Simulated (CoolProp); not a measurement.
The numbers come from the reference Helmholtz-energy equation of state, Lemmon 2005 in CoolProp. It is a short technical equation, of lower accuracy than the large ones.

Question: Give the vapour pressure (MPa), liquid density (kg/m³), vapour density (kg/m³), surface tension (mN/m) of saturated trans-2-butene at 348.3, 371, 377.4 K.

Answer: 
```json
[
 {"T (K)": "348.3", "p (MPa)": "0.892", "liquid density (kg/m³)": "532", "vapour density (kg/m³)": "21.1", "surface tension (mN/m)": "7.30"},
 {"T (K)": "371", "p (MPa)": "1.44", "liquid density (kg/m³)": "495", "vapour density (kg/m³)": "35.3", "surface tension (mN/m)": "4.91"},
 {"T (K)": "377.4", "p (MPa)": "1.64", "liquid density (kg/m³)": "483", "vapour density (kg/m³)": "40.7", "surface tension (mN/m)": "4.27"}
]
```

Surface tension comes from a separate correlation (Mulero 2014).
